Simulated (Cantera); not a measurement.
Feed: 1 mol MgSO4, 8.1 mol H2, 4 mol CO2, held at 13.3 mbar.

Equilibrium computed with Cantera from the NASA thermochemical tables; the gas is ideal and each condensed phase is pure. Candidate condensed phases: C, C6H6, C7H8, C8H18, H2O, H2SO4, Mg, MgCO3, MgO, Mg(OH)2, MgS, MgSO4, S; 130 gas species. Gases not in the tables: S3 to S7. The numbers say what is thermodynamically allowed, not how fast it happens.

**Question.** At 1175 K, list the 5 most abundant gas species with their mole fractions, and the condensed phases.

**Answer.** H2O 0.383, H2 0.217, CO2 0.189, CO 0.137, H2S 0.0629. Condensed: MgO(s).
